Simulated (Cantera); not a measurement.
Charge: 1 mol SiCl4, 1.4 mol CH4, 14 mol H2, 0.12 mol HCl, at 1925 K and 0.100 bar.

Cantera equilibrium calculation (NASA polynomials, part measured and part estimated; ideal gas, pure solids and liquids). Candidate condensed phases: C, C6H6, C7H8, C8H18, Si, SiC; 109 gas species. The tables' values for SiCl3, SiCl are old estimates; treat these amounts as uncertain. Rates play no part.

Base state: H2 0.786, HCl 0.205, SiCl2 0.00576, H 0.00268, Cl 0.000526, C2H2 (acetylene) 0.000360, SiCl3 0.000127, CH4 3.22e-5 (mole fractions); condensed: C(graphite) + SiC(s).

### Question
What changes in the equilibrium state with this change: SiCl4 replaced by SiH4?

### Answer
| species | before | after |
|---|---|---|
| H2 | 0.786 | 0.990 |
| HCl | 0.205 | 0.00631 |
| H | 0.00268 | 0.00301 |
| SiCl2 | 0.00576 | 4.33e-6 |
| SiCl3 | 0.000127 | 2.63e-9 |
| SiCl | 2.26e-5 | 6.20e-7 |
| C(graphite), mol | 0.498 | 0.382 |
| SiC(s), mol | 0.888 | 1.000 |

### Question
What changes in the equilibrium state with this change: temperature from 1925 K to 2300 K?

### Answer
```tsv
species	before	after
H2	0.786	0.766
HCl	0.205	0.186
H	0.00268	0.0268
SiCl2	0.00576	0.0113
SiC2	2.06e-7	0.000185
Si2C	1.41e-7	0.000109
Si	7.15e-6	0.00134
C(graphite), mol	0.498	0.533
SiC(s), mol	0.888	0.729
```
The tables' values for SiCl, SiCl3 are old estimates; treat these amounts as uncertain. Gases not in the tables: Si2H6 and higher silanes.

### Question
What changes in the equilibrium state with this change: SiCl4 replaced by CH3SiCl3?

### Answer
| species | before | after |
|---|---|---|
| H2 | 0.786 | 0.843 |
| HCl | 0.205 | 0.150 |
| SiCl2 | 0.00576 | 0.00288 |
| SiCl3 | 0.000127 | 4.50e-5 |
| SiCl | 2.26e-5 | 1.60e-5 |
| Cl | 0.000526 | 0.000372 |
| C(graphite), mol | 0.498 | 1.44 |
| SiC(s), mol | 0.888 | 0.941 |
The feed counts by its element totals alone.
